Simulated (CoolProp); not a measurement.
Isohexane along the isotherm 437.4 K: Z from the reference equation and from simpler models built on Tc = 497.7 K, pc = 3043 kPa, ω = 0.280; each cubic takes its own stable root.

Model: reference Helmholtz-energy equation of state, Lemmon 2006, in CoolProp. It is a short technical equation, of lower accuracy than the large ones.

```tsv
p (kPa)	phase	reference
96.2	gas	0.9828
155	gas	0.9720
251	gas	0.9538
406	gas	0.9232
656	gas	0.8693
1060	gas	0.7648
1710	liquid	0.08238
2760	liquid	0.1312
4470	liquid	0.2087
7220	liquid	0.3294
11700	liquid	0.5187
18800	liquid	0.8058
30400	liquid	1.253
```

How far does each simpler model (van der Waals, Redlich-Kwong, Peng-Robinson) lie from the reference over these 13 states: mean and median of the absolute difference, and the worst?


- van der Waals: mean 80.9 %, median 42.9 %, worst +729.3 % at 437.4 K and 1710 kPa
- Redlich-Kwong: mean 7.9 %, median 5.9 %, worst +22.0 % at 437.4 K and 1710 kPa
- Peng-Robinson: mean 1.6 %, median 0.5 %, worst -6.1 % at 437.4 K and 30400 kPa

At some of these states van der Waals gives the other phase, because its saturation line lies elsewhere.
